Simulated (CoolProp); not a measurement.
R404A at 385.7 K and 0.409 MPa flows at 0.97 m/s in a round tube of 20 mm bore and 45 µm roughness, fully developed (64/Re and Nu = 3.66 if laminar; Colebrook and Gnielinski if turbulent). Each further row changes one setting.

Model: reference Helmholtz-energy equation of state, Lemmon 2003, in CoolProp. It is a pseudo-pure fit of the blend.

```tsv
case	Reynolds number	Darcy friction factor	pressure drop (Pa/m)	heat-transfer coefficient (W/(m² K))	mass flow (kg/h)
as stated	15900	?	9.44	52.9	14.0
velocity 1.94 m/s	31700	0.0284	34.2	98.4	?
diameter 40 mm	31700	0.0260	?	44.8	56.2
```

Q: What belongs in the gaps?

A: 
- as stated, Darcy friction factor: 0.0314
- velocity 1.94 m/s, mass flow (kg/h): 28.1
- diameter 40 mm, pressure drop (Pa/m): 3.92

Viscosity comes from a separate model (Geller 2000). Thermal conductivity comes from a separate model (Geller 2001).
